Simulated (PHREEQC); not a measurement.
## Leach liquor: an equilibrium model

Dissolve 0.17 mol/kgw H2SO4 and 0.031 mol/kgw CuSO4 at 9 °C. Closed to the air; pH follows from the charge balance.

Equilibrium calculation in PHREEQC: ion-association model, wateq4f.dat.

Each row changes one thing in this solution. No solid was allowed to form.

```csv
case,pH,ionic strength (mol/kgw),HSO4- (mol/kgw),SO4-2 (mol/kgw)
as made,0.83,0.289,0.151,0.0391
H2SO4 from 0.17 to 0.153 mol/kgw,0.87,0.269,0.135,0.0378
diluted 10-fold with water,1.67,0.0414,0.00904,0.0101
CuSO4 from 0.031 to 0.0031 mol/kgw,0.80,0.238,0.140,0.0321
0.018 mol/kgw CO2 added,0.83,0.289,0.151,0.0391
temperature from 9 to 25 °C,0.85,0.275,0.160,0.0316
CuSO4 replaced by Cu(NO3)2 at the same molality,0.78,0.307,0.130,0.0309
CuSO4 replaced by FeSO4 at the same molality,0.84,0.280,0.147,0.0388
```

Complexes and solids missing from the database can't appear. Constants without temperature data keep their 25 °C values here.
